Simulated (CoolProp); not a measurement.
Vapour-liquid equilibrium of R143a (1) + R1234yf (2) at 196 kPa; x and y are mole fractions of (1).

Values from CoolProp's multi-fluid Helmholtz-energy mixture model, Lemmon and Jacobsen 2000 and Lemmon 2022; pair parameters Bell 2016.

```json
[
 {"x": "0.05", "bubble temperature (K)": "258.3", "y at the bubble point": "0.100", "dew temperature at overall composition x (K)": "259.1", "liquid density (mol/L)": "10.79"},
 {"x": "0.2", "bubble temperature (K)": "254.3", "y at the bubble point": "0.341", "dew temperature at overall composition x (K)": "256.7", "liquid density (mol/L)": "11.17"},
 {"x": "0.35", "bubble temperature (K)": "251.0", "y at the bubble point": "0.523", "dew temperature at overall composition x (K)": "254.2", "liquid density (mol/L)": "11.55"},
 {"x": "0.5", "bubble temperature (K)": "248.2", "y at the bubble point": "0.666", "dew temperature at overall composition x (K)": "251.4", "liquid density (mol/L)": "11.94"},
 {"x": "0.65", "bubble temperature (K)": "245.7", "y at the bubble point": "0.785", "dew temperature at overall composition x (K)": "248.5", "liquid density (mol/L)": "12.35"},
 {"x": "0.8", "bubble temperature (K)": "243.5", "y at the bubble point": "0.885", "dew temperature at overall composition x (K)": "245.4", "liquid density (mol/L)": "12.78"},
 {"x": "0.95", "bubble temperature (K)": "241.5", "y at the bubble point": "0.973", "dew temperature at overall composition x (K)": "242.0", "liquid density (mol/L)": "13.22"}
]
```

No azeotrope shows between x = 0.05 and 0.95.

The pair parameters rest on a limited set of measurements; away from them the model extrapolates.
